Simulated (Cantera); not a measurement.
What does this Cantera script print?

```python
import numpy as np
import cantera as ct

gas = ct.Solution("gri30.yaml")
gas.TPX = 1075, 87000, {'N2O': 1, 'H2O': 0.012}
inlet = ct.Reservoir(gas, clone=True)

reactor = ct.IdealGasConstPressureReactor(gas, energy="off", clone=False)
exhaust = ct.Reservoir(gas, clone=True)
tau = [6.2, 2.4, 0.91, 0.35, 0.13, 0.051, 0.019, 0.0074][0]
for a, b in ((inlet, reactor), (reactor, exhaust)):
    ct.MassFlowController(a, b, mdot=lambda t: reactor.mass / tau)
net = ct.ReactorNet([reactor])
show = ['N2O', 'H2O', 'H', 'NO', 'HO2', 'O2']

rows = []
print(f"{'tau/s':>10s}{'T/K':>9s}" + "".join(f"{s:>11s}" for s in show))
for tau in [6.2, 2.4, 0.91, 0.35, 0.13, 0.051, 0.019, 0.0074]:
    net.initial_time = 0.0
    net.advance(30 * tau)
    before = gas.X
    net.advance(40 * tau)
    drift = np.max(np.abs(gas.X - before) / (gas.X + 1e-9))
    rows.append([gas.T, *gas[show].X, drift])
    print(f"{tau:10.3e}{gas.T:9.1f}" + "".join(f"{x:11.3e}" for x in gas[show].X))
```

Output:

```
     tau/s      T/K        N2O        H2O          H         NO        HO2         O2
 6.200e+00   1075.0  7.421e-01  1.088e-02  4.718e-11  7.805e-03  2.746e-08  7.816e-02
 2.400e+00   1075.0  8.724e-01  1.140e-02  5.333e-11  3.702e-03  5.613e-08  3.663e-02
 9.100e-01   1075.0  9.400e-01  1.167e-02  5.679e-11  1.485e-03  1.148e-07  1.516e-02
 3.500e-01   1075.0  9.689e-01  1.178e-02  5.800e-11  5.548e-04  2.128e-07  6.031e-03
 1.300e-01   1075.0  9.809e-01  1.183e-02  5.660e-11  1.975e-04  3.572e-07  2.268e-03
 5.100e-02   1075.0  9.853e-01  1.185e-02  5.215e-11  7.960e-05  5.200e-07  8.928e-04
 1.900e-02   1075.0  9.871e-01  1.185e-02  4.431e-11  3.318e-05  6.778e-07  3.327e-04
 7.400e-03   1075.0  9.877e-01  1.186e-02  3.340e-11  1.469e-05  6.828e-07  1.292e-04
```

Model: GRI-Mech 3.0 (53 species, 325 reactions), integrated in Cantera. GRI-Mech 3.0 was tuned for natural gas; its chemistry of N2O as a main component is partial and can be far from experiment. The mechanism lacks the step 2 NO + O2 → 2 NO2, which can matter for NO2 below about 1400 K. The temperature is held fixed by assumption; the heat of reaction is taken as removed at once.
